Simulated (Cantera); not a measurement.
A Cantera script and what it prints.

```python
import numpy as np
import cantera as ct

gas_names = """
    CL CL2 H HCL H2 Si SiCL SiCL2 SiCL3 SiCL4 SiH SiHCL3 SiH2 SiH2CL2 SiH3 SiH3CL SiH4 Si2 Si3
""".split()
cond_names = """
    Si(cr) Si(L)
""".split()


# ... load() reads the species with a 1 bar reference pressure and builds the phases ...
atoms = {
    'SiCl4': {'Si': 1, 'CL': 4},
    'H2': {'H': 2},
}
top_T = {}  # K; cautious upper limits of use, not melting points


# ... equilibrate(T, P, feed) seeds the gas with the atoms and calls Mixture.equilibrate('TP', solver="vcs", rtol=1e-11, max_steps=5000) ...
results = []
feed = {'SiCl4': 1, 'H2': 0.77}  # mol
T = 1148  # K
P = 120000  # Pa
mix = equilibrate(T, P, feed)
results.append((T, P, feed, dict(zip(mix.species_names, mix.species_moles))))
x = sorted(zip(gas.X, gas.species_names), reverse=True)
print(f"T = {T:g} K  P = {P:g} Pa  gas = {mix.phase_moles(0):.4g} mol")
print("   x: " + "  ".join(f"{s} {v:.3e}" for v, s in x if v > 0.001))
print("   condensed (mol): " + ("  ".join(f"{mix.phase(i).name} {mix.phase_moles(i):.4g}"
      for i in range(1, mix.n_phases) if mix.phase_moles(i) > 1e-12) or "none"))
```

It prints:

```
T = 1148 K  P = 120000 Pa  gas = 1.779 mol
   x: SiCL4 4.973e-01  H2 3.710e-01  HCL 6.691e-02  SiHCL3 5.530e-02  SiCL3 7.537e-03  SiCL2 1.261e-03
   condensed (mol): none
```

Method: chemical equilibrium by Gibbs-energy minimisation in Cantera with the NASA 1993 tables (ideal gas, pure condensed phases). The tables' values for SiCl3 are old estimates; treat these amounts as uncertain.
